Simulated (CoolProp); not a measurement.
Model: reference Helmholtz-energy equation of state, Lemmon 2006, in CoolProp. It is a short technical equation, of lower accuracy than the large ones.

**Question.** Give the vapour pressure (MPa), vapour density (kg/m³), enthalpy of vaporisation (kJ/kg), liquid cp (kJ/(kg K)) of saturated acetone at 121.75, 154.65 °C.

**Answer.** 
| T (°C) | p (MPa) | vapour density (kg/m³) | enthalpy of vaporisation (kJ/kg) | liquid cp (kJ/(kg K)) |
|---|---|---|---|---|
| 121.75 | 0.629 | 13.2 | 418 | 2.49 |
| 154.65 | 1.25 | 27.0 | 364 | 2.70 |
